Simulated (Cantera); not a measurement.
Charge: 1 mol SiH₂Cl₂, 0.081 mol O₃, equilibrated at 1100 K and 50000 Pa.

Equilibrium computed with Cantera from the NASA thermochemical tables; the gas is ideal and each condensed phase is pure. Candidate condensed phases: H₂O, Si, SiO₂; 30 gas species. Mutual solubility and eutectic melting of coexisting phases are not modelled. The tables' values for SiCl₃ are old estimates; treat these amounts as uncertain. Equilibrium is a limit: real reactors are often held back by kinetics, nucleation or transport.

Base state: H₂ 0.616, SiCl₄ 0.262, SiHCl₃ 0.0769, HCl 0.0310, SiCl₃ 0.00774, SiCl₂ 0.00318, SiH₂Cl₂ 0.00270, SiH₃Cl 2.51e-5 (mole fractions); condensed: Si(s) + SiO₂(β-quartz).

Problem. What changes in the equilibrium state with this change: pressure from 50000 Pa to 1330 Pa?

Solution. 
```tsv
species	before	after
H₂	0.616	0.596
SiCl₄	0.262	0.259
HCl	0.0310	0.0753
SiHCl₃	0.0769	0.0303
SiCl₂	0.00318	0.0193
SiCl₃	0.00774	0.0190
SiH₃Cl	2.51e-5	1.58e-6
SiH₂Cl₂	0.00270	0.000424
Si(s), mol	0.354	0.373
SiO₂(β-quartz), mol	0.121	0.121
```

Problem. What changes in the equilibrium state with this change: SiH₂Cl₂ replaced by SiF₄?

Solution. 
```
species               before  after
-------------------  -------  -----
SiF₄                       0  0.892
O₂                     <1e-9  0.108
H₂                     0.616      0
SiCl₄                  0.262      0
SiHCl₃                0.0769      0
HCl                   0.0310      0
SiCl₃                0.00774      0
SiCl₂                0.00318      0
SiH₂Cl₂              0.00270      0
SiH₃Cl               2.51e-5      0
Si(s), mol             0.354      0
SiO₂(β-quartz), mol    0.121      0
```
